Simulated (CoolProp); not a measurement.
Vapour-liquid equilibrium of n-octane (1) + ethylbenzene (2) at 452.4 K; x and y are mole fractions of (1).

Values from CoolProp's multi-fluid Helmholtz-energy mixture model, Beckmüller 2019 and Zhou 2012; pair parameters Bell 2016.

| x | bubble pressure, mixture model (MPa) | bubble pressure, Raoult's law (MPa) | y, mixture model | y, Raoult's law |
|---|---|---|---|---|
| 0.05 | 0.2913 | 0.2879 | 0.072 | 0.064 |
| 0.15 | 0.3048 | 0.2962 | 0.199 | 0.185 |
| 0.25 | 0.3166 | 0.3044 | 0.312 | 0.301 |
| 0.35 | 0.3269 | 0.3126 | 0.414 | 0.410 |
| 0.45 | 0.3359 | 0.3209 | 0.509 | 0.514 |
| 0.55 | 0.3438 | 0.3291 | 0.600 | 0.612 |
| 0.65 | 0.3505 | 0.3373 | 0.688 | 0.706 |
| 0.75 | 0.3563 | 0.3456 | 0.775 | 0.795 |
| 0.85 | 0.3610 | 0.3538 | 0.863 | 0.880 |
| 0.95 | 0.3647 | 0.3620 | 0.954 | 0.961 |

The largest gap from Raoult's law is +4.7 % in bubble pressure, at x = 0.45. No azeotrope shows between x = 0.05 and 0.95.

Pair parameters are fitted to limited data, so mixtures are less certain than the pure fluids.
